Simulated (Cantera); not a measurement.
A perfectly stirred reactor is fed with 25.0 % C2H6, 75.0 % N2, at 1.50 bar; it is held at 1050 K, and followed from long to short residence time.

Detailed kinetics in Cantera: GRI-Mech 3.0 (53 species, 325 reactions). GRI-Mech 3.0 stops at C3 and has no aromatics, soot or wall deposition, so with more carbon than oxygen in the feed, carbon stays in small species such as C2H2 where larger ones or solid carbon would form.

### Question
Predict: x(C2H6) at τ = 7.60 s; x(CH3) at τ = 7.60 s; x(H2) at τ = 7.60 s; x(CH4) at τ = 7.60 s; x(C2H6) at τ = 60.0 ms; x(CH3) at τ = 60.0 ms; x(H2) at τ = 60.0 ms; x(CH4) at τ = 60.0 ms.

### Answer
```
Property                   Value
----------------------  --------
x(C2H6) at τ = 7.60 s     0.0527
x(CH3) at τ = 7.60 s     2.74e-7
x(H2) at τ = 7.60 s        0.133
x(CH4) at τ = 7.60 s      0.0297
x(C2H6) at τ = 60.0 ms     0.222
x(CH3) at τ = 60.0 ms    4.29e-7
x(H2) at τ = 60.0 ms      0.0216
x(CH4) at τ = 60.0 ms   0.000889
```
